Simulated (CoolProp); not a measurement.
Octamethyltrisiloxane (MDM) along the isotherm 300.15 °C: Z from the reference equation and from simpler models built on Tc = 292.2 °C, pc = 1.438 MPa, ω = 0.528; each cubic takes its own stable root.

Computed with CoolProp (reference Helmholtz-energy equation of state, Thol 2017).

```csv
p (MPa),phase,reference,Soave-Redlich-Kwong,Peng-Robinson
0.0227,gas,0.9950,0.9949,0.9943
0.0354,gas,0.9922,0.9920,0.9911
0.0551,gas,0.9878,0.9875,0.9861
0.0858,gas,0.9809,0.9805,0.9782
0.134,gas,0.9699,0.9693,0.9658
0.208,gas,0.9526,0.9519,0.9465
0.324,gas,0.9244,0.9237,0.9154
0.504,gas,0.8777,0.8776,0.8649
0.785,gas,0.7953,0.7981,0.7791
1.22,gas,0.6271,0.6424,0.6154
1.9,supercritical,0.2428,0.2967,0.2705
2.96,supercritical,0.3199,0.3686,0.3327
4.62,supercritical,0.4573,0.5058,0.4552
7.19,supercritical,0.6639,0.7112,0.6395
```
